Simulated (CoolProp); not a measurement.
A simple Rankine cycle with R1233zd(E): condensing at 323.15 K, boiler at 2.53 MPa, turbine inlet 423.6 K, turbine efficiency 0.6, pump efficiency 0.7, no recuperator. Each further row changes one setting.

The numbers come from the reference Helmholtz-energy equation of state, Akasaka 2022 in CoolProp.

```tsv
case	thermal efficiency (%)	net work (kJ/kg)	heat in (kJ/kg)	turbine exit temperature (K)	volume ratio over the turbine
as stated	9.6	22.2	230	357.7	11.3
turbine inlet 443.6 K	9.8	25.3	258	384.7	10.1
condensing temperature 315.15 K	10.4	25.1	240	353.3	14.4
boiler pressure 1.77 MPa	8.7	21.5	248	378.0	6.69
turbine efficiency 0.5	7.8	18.0	230	362.3	11.5
```
